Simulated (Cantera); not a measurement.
Charge: 1 mol B2H6, 1.6 mol N2, held at 1902 °C and 130 Pa.

Method: chemical equilibrium by Gibbs-energy minimisation in Cantera with the NASA 1993 tables (ideal gas, pure condensed phases). Candidate condensed phases: B, BN; 15 gas species. The feed counts by its element totals alone. The tables' values for BH2 are old estimates; treat these amounts as uncertain. Equilibrium is a limit: real reactors are often held back by kinetics, nucleation or transport.

Base state: H2 0.566, N2 0.330, H 0.102, B 0.00149, BH2 0.000666, BH 5.12e-5, BN 2.21e-5 (mole fractions); condensed: B(s).

What changes in the equilibrium state with this change: temperature from 1902 °C to 652 °C?


```
species       before    after
----------  --------  -------
H2             0.566    0.833
N2             0.330    0.167
H              0.102  6.59e-9
B            0.00149    <1e-9
BH2         0.000666    <1e-9
BH           5.12e-5    <1e-9
BN           2.21e-5    <1e-9
B(s), mol       1.99        0
BN(s), mol         0     2.00
```
N2 is the only nitrogen source here; it is nearly inert below about 1500 K, so the nitride shown seldom forms there in practice.
